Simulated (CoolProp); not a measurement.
Saturated liquid density (kg/m³) of R1224YDZ: the reference equation beside estimates from Tc = 428.7 K, pc = 33.34 bar, ω = 0.325. Rackett uses Z = 0.29056 − 0.08775 ω.

Computed with CoolProp (reference Helmholtz-energy equation of state, Akasaka 2023).

```csv
T (K),reference,Rackett,van der Waals,Redlich-Kwong,Soave-Redlich-Kwong,Peng-Robinson
304,1344,1358,786.4,1138,1199,1358
306.9,1335,1350,781.6,1130,1191,1349
309.8,1327,1341,776.8,1121,1183,1340
312.7,1319,1332,771.8,1112,1175,1331
315.6,1310,1324,766.9,1103,1166,1321
318.5,1302,1315,761.8,1094,1157,1312
321.4,1293,1306,756.7,1085,1148,1302
324.3,1284,1297,751.4,1076,1139,1292
327.2,1275,1287,746.2,1066,1130,1281
330.1,1266,1278,740.8,1056,1120,1271
333,1257,1268,735.3,1047,1111,1260
336,1247,1258,729.6,1036,1100,1248
338.9,1238,1249,723.9,1026,1090,1237
341.8,1228,1239,718.2,1016,1080,1225
```

Absolute difference from the reference over all 14 rows, mean and median: Rackett 1.0 and 1.0 %, van der Waals 41.5 and 41.5 %, Redlich-Kwong 16.2 and 16.1 %, Soave-Redlich-Kwong 11.3 and 11.3 %, Peng-Robinson 0.6 and 0.7 %.
